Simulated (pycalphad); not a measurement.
Computed with pycalphad from the COST 507 light-alloy database (1999), at 1 atm. No gas phase is included, though pure Mg would boil below 1650 K. The database dates from 1999; later assessments differ in places, in temperatures and in the compounds included. Kinetics are ignored, which matters at the lower temperatures.

Molar enthalpy of Al-1.109Si-13.82Mg (wt.%) in equilibrium (SER reference):

```csv
T (K),H (kJ/mol),phases
1650,50.40,liquid
1550,47.19,liquid
1450,43.98,liquid
1350,40.77,liquid
1250,37.56,liquid
1150,34.35,liquid
1050,31.14,liquid
950,27.94,liquid
900,26.34,liquid
850,23.53,liquid + fcc
750,12.61,fcc + MG2SI
700,11.14,fcc + MG2SI
650,9.45,fcc + ALMG_BETA + MG2SI
550,6.07,fcc + ALMG_BETA + MG2SI
450,3.06,fcc + ALMG_BETA + MG2SI
350,0.32,fcc + ALMG_BETA + MG2SI
```

Cooling from 900 K to 750 K, across the freezing range, releases 13.7 kJ/mol, or 516 J/g. The slope is 32 J/(mol K) in the liquid and 29 J/(mol K) just below the solidus, where it includes any heat of precipitation. Liquidus 858 K, solidus 752 K. Changes were sought between steps of 50 K, so a narrower field can be missed.

Database names, with the compositions (at.%) that they take in these runs: MG2SI: Mg 67 Si 33; ALMG_BETA: Al 61 Mg 39.
